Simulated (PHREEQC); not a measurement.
Solution (25 °C): 130 mmol/kgw HF, 0.12 mmol/kgw CsF, 11 mmol/kgw (NH4)2SiF6 and 0.19 mmol/kgw HCl. Closed to the air; pH follows from the charge balance.

The numbers come from PHREEQC with the ion-association model, wateq4f.dat.

No solid was allowed to form.

Order these F species by the share of F that they hold, largest first: SiF6-2, HF2-, HF, F-, H2F2.

HF (42 %), SiF6-2 (34 %), H2F2 (18 %), F- (3.9 %), HF2- (2.5 %)

The pH is 2.06 and the ionic strength 0.0433 mol/kgw. Complexes and solids missing from the database can't appear. wateq4f.dat counts part of the HF as a dimer, H2F2, which phreeqc.dat doesn't know; its constant is uncertain. SiF6-2 is the database's only silicon fluoride.
